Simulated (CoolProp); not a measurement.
Vapour-liquid equilibrium of sulfur hexafluoride (1) + n-pentane (2) at 290.1 K; x and y are mole fractions of (1).

Values from CoolProp's multi-fluid Helmholtz-energy mixture model, Guder 2009 and Thol 2019; pair parameters Bell 2016.

| x | bubble pressure, mixture model (MPa) | bubble pressure, Raoult's law (MPa) | y, mixture model | y, Raoult's law |
|---|---|---|---|---|
| 0.05 | 0.3833 | 0.1451 | 0.861 | 0.671 |
| 0.15 | 0.9251 | 0.3347 | 0.937 | 0.873 |
| 0.25 | 1.277 | 0.5244 | 0.951 | 0.928 |
| 0.35 | 1.457 | 0.7141 | 0.956 | 0.954 |
| 0.45 | 1.523 | 0.9038 | 0.957 | 0.969 |
| 0.55 | 1.541 | 1.094 | 0.958 | 0.979 |
| 0.65 | 1.558 | 1.283 | 0.959 | 0.986 |
| 0.75 | 1.603 | 1.473 | 0.961 | 0.991 |
| 0.85 | 1.695 | 1.663 | 0.969 | 0.995 |
| 0.95 | 1.847 | 1.852 | 0.986 | 0.999 |

The largest gap from Raoult's law is +176.4 % in bubble pressure, at x = 0.15. No azeotrope shows between x = 0.05 and 0.95.

Pair parameters are fitted to limited data, so mixtures are less certain than the pure fluids. With so large a gap from Raoult's law the liquid may split in two, which this calculation doesn't test in full.
